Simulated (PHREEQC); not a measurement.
Dissolve 0.018 mol CdBr2, 0.026 mol Mg(NO3)2 and 0.000275 mol MnCl2 per kg of water at 25 °C. Closed to the air; pH follows from the charge balance.

Model: ion-association model, phreeqc.dat, run in PHREEQC.

```
Property                Value
--------------  -------------
pH                       6.24
ionic strength  0.111 mol/kgw
density           1.004 g/cm³
```

```tsv
species	molality	activity	log γ
NO3-	0.0517	0.0385	-0.128
Mg+2	0.0260	0.0103	-0.402
Br-	0.0251	0.0187	-0.128
CdBr+	0.00948	0.00735	-0.110
Cd+2	0.00736	0.00266	-0.442
CdBr2	0.000719	0.000738	0.011
Cl-	0.000440	0.000334	-0.120
```

No solid was allowed to form.
